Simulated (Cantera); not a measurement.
**Adiabatic ignition**

An adiabatic, constant-volume homogeneous reactor starts with CH3OH : O2 : N2 = 1 : 2.88 : 11 (molar parts), equivalence ratio 0.52, at 1000 K and 12.0 bar.

Detailed kinetics in Cantera: GRI-Mech 3.0 (53 species, 325 reactions). GRI-Mech 3.0 was tuned for natural gas; its chemistry of methanol as a main component is partial and can be far from experiment. The pressure lies above the range GRI-Mech 3.0 was tuned for (to about 10 atm).

| t (s) | T (K) | P (bar) | x CH3OH | x O2 | x H2O2 | x O | x NO | x H2 | x N2O |
|---|---|---|---|---|---|---|---|---|---|
| 2.00e-6 | 1000 | 12.0 | 0.0672 | 0.194 | <1e-12 | <1e-12 | <1e-12 | 8.66e-12 | <1e-12 |
| 5.20e-6 | 1000 | 12.0 | 0.0672 | 0.194 | <1e-12 | <1e-12 | <1e-12 | 2.33e-11 | <1e-12 |
| 1.35e-5 | 1000 | 12.0 | 0.0672 | 0.194 | <1e-12 | <1e-12 | <1e-12 | 6.26e-11 | <1e-12 |
| 3.52e-5 | 1000 | 12.0 | 0.0672 | 0.194 | <1e-12 | <1e-12 | <1e-12 | 1.68e-10 | <1e-12 |
| 9.16e-5 | 1000 | 12.0 | 0.0672 | 0.194 | <1e-12 | <1e-12 | <1e-12 | 4.45e-10 | <1e-12 |
| 0.000238 | 1000 | 12.0 | 0.0672 | 0.194 | <1e-12 | <1e-12 | <1e-12 | 1.17e-9 | <1e-12 |
| 0.000620 | 1000 | 12.0 | 0.0672 | 0.194 | 3.53e-12 | <1e-12 | <1e-12 | 3.08e-9 | <1e-12 |
| 0.00161 | 1000 | 12.0 | 0.0672 | 0.194 | 5.38e-11 | <1e-12 | <1e-12 | 8.22e-9 | <1e-12 |
| 0.00420 | 1000 | 12.0 | 0.0672 | 0.194 | 6.55e-10 | <1e-12 | <1e-12 | 2.28e-8 | <1e-12 |
| 0.0109 | 1000 | 12.0 | 0.0672 | 0.194 | 6.22e-9 | <1e-12 | <1e-12 | 7.40e-8 | 2.12e-12 |
| 0.0284 | 1000 | 12.0 | 0.0672 | 0.194 | 5.98e-8 | <1e-12 | <1e-12 | 4.04e-7 | 1.50e-11 |
| 0.0739 | 1001 | 12.0 | 0.0670 | 0.193 | 1.69e-5 | 8.42e-12 | <1e-12 | 3.69e-5 | 2.50e-10 |
| 0.192 | 2388 | 29.7 | <1e-12 | 0.0833 | 1.10e-6 | 0.000432 | 0.0112 | 0.000275 | 3.21e-6 |
| 0.500 | 2388 | 29.7 | <1e-12 | 0.0833 | 1.10e-6 | 0.000432 | 0.0112 | 0.000275 | 3.21e-6 |
x: mole fraction; the columns are a selection and need not sum to one.

```yaml
time_of_steepest_temperature_rise: 87.0 ms
temperature at 0.500 s: 2388 K
equilibrium_temperature: 2388 K
x(CH3OH) at 0.500 s: <1e-12 (gas-phase equilibrium <1e-12)
x(O2) at 0.500 s: 0.0833 (gas-phase equilibrium 0.0833)
x(H2O2) at 0.500 s: 1.10e-6 (gas-phase equilibrium 1.10e-6)
```
